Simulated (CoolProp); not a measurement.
Model: reference Helmholtz-energy equation of state, de Vries 1995, in CoolProp.

Question: For R124, give the phase and the density (kg/m³), cv (kJ/(kg K)), Joule-Thomson coefficient (K/MPa), isothermal compressibility (1/MPa) at 16.65 °C and 14.9 MPa.

Answer: 
- 16.65 °C and 14.9 MPa: liquid; density 1440, cv 0.756, Joule-Thomson coefficient -0.299, isothermal compressibility 0.00222
